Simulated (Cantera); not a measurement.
Charge: 1 mol Zr, 0.23 mol NH₃, 29 mol H₂, held at 2.50 Pa.

Method: chemical equilibrium by Gibbs-energy minimisation in Cantera with the NASA 1993 tables (ideal gas, pure condensed phases). Candidate condensed phases: Zr, ZrN; 11 gas species. Mutual solubility and eutectic melting of coexisting phases are not modelled. ZrN: taken at fixed stoichiometry. Condensed phases not in the tables: N, O or C dissolved in the metal. Kinetics and transport are ignored.

x: gas mole fraction; n: condensed amount in mol.

```csv
T (°C),x H,x H₂,x Zr,x N₂,x N,x NH,n Zr(β),n ZrN(s),n Zr(l)
1827,0.458,0.541,0.000550,9.55e-5,6.97e-9,1.05e-10,0.756,0.223,0
1852,0.509,0.490,0.000824,0.000154,1.23e-8,1.61e-10,0,0.218,0.750
1877,0.559,0.439,0.00121,0.000254,2.15e-8,2.47e-10,0,0.209,0.741
1902,0.609,0.389,0.00175,0.000412,3.74e-8,3.73e-10,0,0.195,0.731
1927,0.657,0.340,0.00252,0.000661,6.41e-8,5.53e-10,0,(withheld),0.717
1952,0.702,0.294,0.00360,0.00105,1.09e-7,8.07e-10,0,(withheld),0.702
1977,0.743,0.250,0.00509,0.00165,1.82e-7,1.16e-9,0,(withheld),0.685
2002,0.780,0.211,0.00716,0.00235,2.88e-7,1.57e-9,0,0,0.650
2027,0.812,0.176,0.00998,0.00228,3.73e-7,1.73e-9,0,0,0.497
2052,0.839,0.145,0.0138,0.00221,4.82e-7,1.89e-9,0,0,0.283
2077,0.860,0.119,0.0187,0.00215,6.19e-7,2.05e-9,0,0,0
2102,0.882,0.0977,0.0184,0.00211,7.94e-7,2.24e-9,0,0,0
2127,0.900,0.0800,0.0181,0.00208,1.02e-6,2.42e-9,0,0,0
2152,0.915,0.0653,0.0178,0.00205,1.29e-6,2.61e-9,0,0,0
```

Fill in the missing entries.


- 1927, n ZrN(s): 0.172
- 1952, n ZrN(s): 0.134
- 1977, n ZrN(s): 0.0741
